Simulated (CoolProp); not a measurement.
A closed Brayton cycle with dry air: compressor inlet 328.15 K and 0.26 MPa, high pressure 0.902 MPa, turbine inlet 750 K, compressor efficiency 0.89, turbine efficiency 0.85, recuperator effectiveness 0.9 (on enthalpy, no pinch check). Each further row changes one setting.

Model: reference Helmholtz-energy equation of state, Lemmon 2000, in CoolProp. It is a pseudo-pure fit of the blend.

```tsv
case	thermal efficiency (%)	net work (kJ/kg)	compressor to turbine work	compressor exit (K)	turbine exit (K)
as stated	[?]	35.7	0.82	484.0	568.2
turbine inlet 700 K	12.1	[?]	[?]	484.0	528.9
compressor inlet 338.15 K	[?]	30.9	[?]	[?]	568.2
high pressure 0.767 MPa	20.4	37.9	0.78	460.7	589.0
recuperator effectiveness 0.5	15.0	35.7	0.82	484.0	568.2
```

Problem. Fill in the missing entries.

Solution. 
- as stated, thermal efficiency (%): 17.6
- turbine inlet 700 K, net work (kJ/kg): 22.5
- turbine inlet 700 K, compressor to turbine work: 0.88
- compressor inlet 338.15 K, thermal efficiency (%): 15.4
- compressor inlet 338.15 K, compressor to turbine work: 0.84
- compressor inlet 338.15 K, compressor exit (K): 498.4
